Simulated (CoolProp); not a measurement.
Vapour-liquid equilibrium of propylene (1) + n-heptane (2) at 165 kPa; x and y are mole fractions of (1).

Model: multi-fluid Helmholtz-energy mixture model, Lemmon 2013 and Span 2003; pair parameters Bell 2016, in CoolProp.

```csv
x,bubble temperature (K),y at the bubble point,dew temperature at overall composition x (K),liquid density (mol/L)
0.05,346.6,0.724,387.0,6.522
0.125,303.7,0.954,383.9,7.196
0.2,281.5,0.987,380.6,7.720
0.275,268.5,0.994,377.1,8.197
0.35,260.1,0.997,373.2,8.664
0.425,254.4,0.998,369.1,9.141
0.5,250.4,0.999,364.5,9.639
0.575,247.4,0.999,359.4,10.17
0.65,245.2,0.999,353.5,10.73
0.725,243.3,1.000,346.5,11.34
0.8,241.5,1.000,337.8,12.01
0.875,239.9,1.000,325.9,12.75
0.95,238.1,1.000,305.5,13.56
```

No azeotrope shows between x = 0.05 and 0.95.

Pair parameters are fitted to limited data, so mixtures are less certain than the pure fluids. The gap from Raoult's law changes sign with composition, which may be real or a fault of the pair parameters; it wasn't checked against measurements.
